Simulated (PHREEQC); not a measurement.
Consider water at 5 °C with 0.0025 mol/kgw NaH2PO4 and 0.17 mol/kgw NiSO4. Closed to the air; pH follows from the charge balance.

Computed with PHREEQC (ion-association model, wateq4f.dat).

```csv
quantity,before,after
ionic strength (mol/kgw),0.351,0.334
Na+ (mol/kgw),0.00229,0.00227
HPO4-2 (mol/kgw),3.64e-5,4.55e-5
H3PO4 (mol/kgw),1.97e-6,2.53e-6
NaHPO4- (mol/kgw),4.15e-8,4.98e-8
```

Task: Name the change that produced these shifts.
A. NiSO4 left out
B. diluted 100-fold with water
C. temperature from 5 to 30 °C
D. NaH2PO4 from 0.0025 to 0.0005 mol/kgw

Result: C, temperature from 5 to 30 °C

Precipitation was switched off in this run. Some of these states are supersaturated (in Ni3(PO4)2, for instance). H3PO4, which wateq4f.dat lacks, is added to it with the constant of phreeqc.dat. In wateq4f.dat the enthalpy of Ni(OH)2 has the wrong sign, so its saturation index can't be trusted away from 25 °C. At this temperature some constants are extrapolated from 25 °C, and those without enthalpy data are left unchanged. The database has no phosphate complexes of Ni.
